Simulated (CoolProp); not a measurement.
Vapour-liquid equilibrium of fluoroethane (R161) (1) + R227EA (2) at 31.45 °C; x and y are mole fractions of (1).

Model: multi-fluid Helmholtz-energy mixture model, Wu 2012 and Lemmon 2016; pair parameters Bell 2016, in CoolProp.

Task: Give the bubble pressure and the first vapour's composition at x = 0.05, 0.5, 0.8. Is there an azeotrope?

Result: x = 0.05: 554.1 kPa, y = 0.056; x = 0.5: 731.0 kPa, y = 0.649; x = 0.8: 945.0 kPa, y = 0.896. No azeotrope shows between x = 0.05 and 0.95.

Pair parameters are fitted to limited data, so mixtures are less certain than the pure fluids.
